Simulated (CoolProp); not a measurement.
Vapour-liquid equilibrium of n-hexane (1) + n-decane (2) at 0.00118 MPa; x and y are mole fractions of (1).

Values from CoolProp's multi-fluid Helmholtz-energy mixture model, Thol 2019 and Lemmon 2006; pair parameters Kunz 2012.

```
x     bubble temperature (K)  y at the bubble point  dew temperature at overall composition x (K)  liquid density (mol/L)
----  ----------------------  ---------------------  --------------------------------------------  ----------------------
0.05                   299.0                  0.844                                           ___                   5.186
0.15                   278.2                  0.971                                         325.5                   5.487
0.25                     ___                  0.989                                         323.3                   5.743
0.35                   262.8                    ___                                         320.9                   5.998
0.45                   258.6                  0.997                                         318.1                   6.264
0.55                   255.3                  0.998                                         314.8                     ___
0.65                   252.7                  0.999                                         310.9                   6.848
0.75                   250.5                  0.999                                           ___                   7.175
0.85                   248.6                  1.000                                         298.5                   7.531
0.95                   247.0                  1.000                                         284.4                   7.920
```

Question: What belongs in the gaps?

Answer: 
- 0.05, dew temperature at overall composition x (K): 327.5
- 0.25, bubble temperature (K): 268.7
- 0.35, y at the bubble point: 0.994
- 0.55, liquid density (mol/L): 6.546
- 0.75, dew temperature at overall composition x (K): 305.8

No azeotrope shows between x = 0.05 and 0.95.

Pair parameters are fitted to limited data, so mixtures are less certain than the pure fluids.
